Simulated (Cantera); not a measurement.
Source: NASA polynomial tables (part measured, part estimated), evaluated in Cantera. Values are per mole of reaction as written; species without (g) are pure solids or liquids, kept so even where they would boil at 1 bar.

S2(g) + 12 HF(g) ⇌ 6 H2(g) + 2 SF6(g), with ΔH° = 701.2 kJ and ΔS° = -946.6 J/K at 300 K.

Q: How far is the shortcut ΔG° ≈ ΔH°(300 K) − T·ΔS°(300 K) from the full temperature-dependent value at 1098, 1173, 1248, 1323, 1398, 1473, 1548, 1623, 1698 K?

A: 
| T (K) | shortcut (kJ) | full (kJ) | difference (kJ) | difference in log10 K |
|---|---|---|---|---|
| 1098 | 1740.5 | 1716.8 | 23.8 | -1.13 |
| 1173 | 1811.5 | 1782.7 | 28.8 | -1.28 |
| 1248 | 1882.5 | 1848.2 | 34.3 | -1.44 |
| 1323 | 1953.5 | 1913.4 | 40.1 | -1.58 |
| 1398 | 2024.5 | 1978.3 | 46.2 | -1.73 |
| 1473 | 2095.5 | 2042.8 | 52.7 | -1.87 |
| 1548 | 2166.5 | 2107.1 | 59.4 | -2.00 |
| 1623 | 2237.5 | 2171.1 | 66.4 | -2.14 |
| 1698 | 2308.5 | 2234.8 | 73.7 | -2.27 |
The shortcut ignores the heat-capacity change of the reaction.
